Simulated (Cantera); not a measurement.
Input: 1 mol SiC, 4.8 mol N2O, 460 mol H2, equilibrated at 130 Pa.

Method: chemical equilibrium by Gibbs-energy minimisation in Cantera with the NASA 1993 tables (ideal gas, pure condensed phases). Candidate condensed phases: C, C6H6, C7H8, C8H18, H2O, Si, SiC, SiO2, Si2N2O, Si3N4; 151 gas species. The tables hold silica as quartz up to 1696 K and as liquid above; real silica turns to tridymite and cristobalite and melts near 1996 K. The numbers say what is thermodynamically allowed, not how fast it happens.

At 1252 °C, list the 4 most abundant gas species with their mole fractions, and the condensed phases.

H2 0.982, N2 0.0103, H2O 0.00445, CO 0.00214. Condensed: SiO2(β-quartz).
